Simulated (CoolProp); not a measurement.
Saturation properties of dimethyl carbonate.

The numbers come from the reference Helmholtz-energy equation of state, Zhou 2011 in CoolProp.

```json
[
 {"T (K)": "291", "p (MPa)": "0.004980", "enthalpy of vaporisation (kJ/kg)": "424.0", "liquid cp (kJ/(kg K))": "1.824"},
 {"T (K)": "302.6", "p (MPa)": "0.009092", "enthalpy of vaporisation (kJ/kg)": "416.3", "liquid cp (kJ/(kg K))": "1.839"},
 {"T (K)": "314.1", "p (MPa)": "0.01567", "enthalpy of vaporisation (kJ/kg)": "408.7", "liquid cp (kJ/(kg K))": "1.856"},
 {"T (K)": "325.7", "p (MPa)": "0.02588", "enthalpy of vaporisation (kJ/kg)": "401.0", "liquid cp (kJ/(kg K))": "1.876"},
 {"T (K)": "337.2", "p (MPa)": "0.04087", "enthalpy of vaporisation (kJ/kg)": "393.4", "liquid cp (kJ/(kg K))": "1.899"},
 {"T (K)": "348.8", "p (MPa)": "0.06247", "enthalpy of vaporisation (kJ/kg)": "385.6", "liquid cp (kJ/(kg K))": "1.924"},
 {"T (K)": "360.3", "p (MPa)": "0.09213", "enthalpy of vaporisation (kJ/kg)": "377.7", "liquid cp (kJ/(kg K))": "1.951"},
 {"T (K)": "371.8", "p (MPa)": "0.1320", "enthalpy of vaporisation (kJ/kg)": "369.6", "liquid cp (kJ/(kg K))": "1.980"},
 {"T (K)": "383.4", "p (MPa)": "0.1850", "enthalpy of vaporisation (kJ/kg)": "361.2", "liquid cp (kJ/(kg K))": "2.011"},
 {"T (K)": "394.9", "p (MPa)": "0.2527", "enthalpy of vaporisation (kJ/kg)": "352.6", "liquid cp (kJ/(kg K))": "2.044"}
]
```

It boils at 363.3 K under 1 atm.
